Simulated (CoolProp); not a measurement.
Tetradecamethylhexasiloxane (MD4M) along the isobar 9.8 bar: fugacity coefficient from the reference equation and from simpler models built on Tc = 653.2 K, pc = 8.286 bar, ω = 0.800; each cubic takes its own stable root.

The numbers come from the reference Helmholtz-energy equation of state, Thol 2019 in CoolProp.

```csv
T (K),phase,reference
227.8,liquid,1.877e-11
235.5,liquid,9.129e-11
243.2,liquid,3.924e-10
250.8,liquid,1.484e-9
258.5,liquid,5.168e-9
266.2,liquid,1.644e-8
273.9,liquid,4.816e-8
281.6,liquid,1.309e-7
289.2,liquid,3.286e-7
296.9,liquid,7.848e-7
304.6,liquid,1.770e-6
```

Q: How far does each simpler model (Redlich-Kwong, Peng-Robinson) lie from the reference over these 11 states: mean and median of the absolute difference, and the worst?

A: 
- Redlich-Kwong: mean 2974066.5 %, median 545520.4 %, worst +17202883.5 % at 227.8 K and 9.8 bar
- Peng-Robinson: mean 591.7 %, median 424.9 %, worst +1602.2 % at 227.8 K and 9.8 bar
